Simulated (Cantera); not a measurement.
Charge: 1 mol CsCl, 0.16 mol H2, 5.8 mol H2O, equilibrated at 1402 °C and 1.00 bar.

Method: chemical equilibrium by Gibbs-energy minimisation in Cantera with the NASA 1993 tables (ideal gas, pure condensed phases). Candidate condensed phases: Cs, CsCl, CsOH, H2O; 22 gas species. Kinetics and transport are ignored.

Base state: H2O 0.832, CsCl 0.134, H2 0.0230, HCl 0.00404, CsOH 0.00399, Cs2Cl2 0.00298, Cs 5.94e-5, OH 3.08e-5 (mole fractions); condensed: gas only.

Q: What changes in the equilibrium state with this change: pressure from 1.00 bar to 3.40e-5 bar?

A: 
```csv
species,before,after
H2O,0.832,0.806
CsCl,0.134,0.134
H2,0.0230,0.0306
Cs,5.94e-5,0.00622
Cs2Cl2,0.00298,1.00e-7
O,1.90e-8,0.000409
```
